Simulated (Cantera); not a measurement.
Charge: 1 mol C3H6, 0.7 mol O2, 0.93 mol N2, 0.048 mol H2O, held at 51.0 mbar.

Cantera equilibrium calculation (NASA polynomials, part measured and part estimated; ideal gas, pure solids and liquids). Candidate condensed phases: C, C6H6, C7H8, C8H18, H2O; 136 gas species. Rates play no part.

x: gas mole fraction; n: condensed amount in mol.

```json
[
 {"T (K)": "1248", "x H2": "0.561", "x CO": "0.267", "x N2": "0.171", "x H": "1.55e-6", "x HCN": "3.85e-5", "x C2H2 (acetylene)": "1.37e-7", "x HNC": "2.43e-7", "n C(graphite)": "1.55"},
 {"T (K)": "1348", "x H2": "0.562", "x CO": "0.267", "x N2": "0.171", "x H": "7.68e-6", "x HCN": "9.93e-5", "x C2H2 (acetylene)": "6.75e-7", "x HNC": "9.68e-7", "n C(graphite)": "1.55"},
 {"T (K)": "1448", "x H2": "0.562", "x CO": "0.267", "x N2": "0.171", "x H": "3.06e-5", "x HCN": "0.000224", "x C2H2 (acetylene)": "2.67e-6", "x HNC": "3.18e-6", "n C(graphite)": "1.55"},
 {"T (K)": "1548", "x H2": "0.561", "x CO": "0.267", "x N2": "0.171", "x H": "0.000102", "x HCN": "0.000455", "x C2H2 (acetylene)": "8.81e-6", "x HNC": "8.93e-6", "n C(graphite)": "1.55"},
 {"T (K)": "1648", "x H2": "0.561", "x CO": "0.267", "x N2": "0.171", "x H": "0.000295", "x HCN": "0.000846", "x C2H2 (acetylene)": "2.51e-5", "x HNC": "2.21e-5", "n C(graphite)": "1.55"},
 {"T (K)": "1748", "x H2": "0.560", "x CO": "0.267", "x N2": "0.171", "x H": "[?]", "x HCN": "[?]", "x C2H2 (acetylene)": "[?]", "x HNC": "[?]", "n C(graphite)": "1.54"},
 {"T (K)": "1848", "x H2": "0.559", "x CO": "0.267", "x N2": "0.170", "x H": "0.00176", "x HCN": "0.00238", "x C2H2 (acetylene)": "0.000144", "x HNC": "0.000100", "n C(graphite)": "1.54"},
 {"T (K)": "1948", "x H2": "0.557", "x CO": "0.266", "x N2": "0.169", "x H": "0.00373", "x HCN": "0.00367", "x C2H2 (acetylene)": "0.000300", "x HNC": "0.000189", "n C(graphite)": "1.53"},
 {"T (K)": "2048", "x H2": "0.553", "x CO": "0.266", "x N2": "0.168", "x H": "0.00737", "x HCN": "0.00540", "x C2H2 (acetylene)": "0.000579", "x HNC": "0.000334", "n C(graphite)": "1.51"},
 {"T (K)": "2148", "x H2": "0.546", "x CO": "0.265", "x N2": "0.166", "x H": "0.0136", "x HCN": "0.00763", "x C2H2 (acetylene)": "0.00105", "x HNC": "0.000557", "n C(graphite)": "1.50"},
 {"T (K)": "2248", "x H2": "0.536", "x CO": "0.264", "x N2": "0.164", "x H": "0.0238", "x HCN": "0.0104", "x C2H2 (acetylene)": "0.00177", "x HNC": "0.000881", "n C(graphite)": "1.47"},
 {"T (K)": "2348", "x H2": "0.521", "x CO": "0.262", "x N2": "0.160", "x H": "[?]", "x HCN": "[?]", "x C2H2 (acetylene)": "[?]", "x HNC": "[?]", "n C(graphite)": "1.44"},
 {"T (K)": "2448", "x H2": "0.499", "x CO": "0.259", "x N2": "0.156", "x H": "0.0623", "x HCN": "0.0173", "x C2H2 (acetylene)": "0.00432", "x HNC": "0.00191", "n C(graphite)": "1.39"},
 {"T (K)": "2548", "x H2": "0.470", "x CO": "0.254", "x N2": "0.151", "x H": "0.0939", "x HCN": "0.0212", "x C2H2 (acetylene)": "0.00620", "x HNC": "0.00263", "n C(graphite)": "1.34"}
]
```

Fill in the missing entries.


- 1748, x H: 0.000757
- 1748, x HCN: 0.00146
- 1748, x C2H2 (acetylene): 6.33e-5
- 1748, x HNC: 4.92e-5
- 2348, x H: 0.0395
- 2348, x HCN: 0.0137
- 2348, x C2H2 (acetylene): 0.00284
- 2348, x HNC: 0.00133
